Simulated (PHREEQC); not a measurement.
Dissolve 0.25 mol/kgw HF and 0.003 mol/kgw CsF at 5 °C. Closed to the air; pH follows from the charge balance.

Equilibrium calculation in PHREEQC: ion-association model, wateq4f.dat.

Each row changes one thing in this solution. This is a speciation only: nothing precipitates in the calculation.

| case | pH | ionic strength (mol/kgw) | HF (mol/kgw) | F- (mol/kgw) | HF2- (mol/kgw) |
|---|---|---|---|---|---|
| as made | 1.97 | 0.0148 | 0.110 | 0.0110 | 0.00377 |
| 0.35 mol/kgw NaNO3 added | 1.91 | 0.368 | 0.105 | 0.0131 | 0.00465 |
| CsF from 0.003 to 0.0033 mol/kgw | 1.98 | 0.0149 | 0.110 | 0.0111 | 0.00381 |
| HF from 0.25 to 0.225 mol/kgw | 2.00 | 0.0142 | 0.102 | 0.0107 | 0.00343 |
| HF left out | 7.66 | 0.00300 | 6.59e-8 | 0.00300 | 6.16e-10 |
| temperature from 5 to 40 °C | 1.98 | 0.0146 | 0.158 | 0.00875 | 0.00582 |
| diluted 10-fold with water | 2.40 | 0.00459 | 0.0174 | 0.00436 | 0.000236 |
| CsF left out | 1.93 | 0.0131 | 0.109 | 0.00975 | 0.00333 |
| HF replaced by NH4F at the same molality | 6.57 | 0.253 | 4.72e-5 | 0.253 | 3.94e-5 |

Complexes and solids missing from the database can't appear. wateq4f.dat counts part of the HF as a dimer, H2F2, which phreeqc.dat doesn't know; its constant is uncertain. Away from 25 °C the constants follow the database's enthalpies or fits; those with neither stay at their 25 °C values.
